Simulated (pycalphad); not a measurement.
Source of the numbers: pycalphad with the COST 507 light-alloy database (1999); pressure 1 atm. No gas phase is included, though pure Al would boil below 2850 K. These are 1990s assessments: newer ones move some temperatures and phases. The system is extrapolated from its subsystems; higher-order compounds may be missing. Diffusion is slow at the low end, where real alloys seldom reach equilibrium.

Question: How does the equilibrium phase assembly of Ti-6.649Al-0.829C (wt.%) change on cooling from 2850 K to 500 K?

Answer: 
```csv
T (K),phases above,phases below
2116.4,liquid,fcc + liquid
1969.2,fcc + liquid,bcc + fcc + liquid
1963.4,bcc + fcc + liquid,bcc + fcc
1307.0,bcc + fcc,bcc + fcc + hcp
1284.0,bcc + fcc + hcp,fcc + hcp
844.8,fcc + hcp,ALM_D019 + fcc + hcp
```
Changes were sought between steps of 50 K, so a narrower field can be missed.

Database names, with the compositions (at.%) that they take in these runs: ALM_D019: Ti 77-79 Al 21-23. The fcc model also describes the rock-salt carbide or nitride (TiC, TiN, HfC).
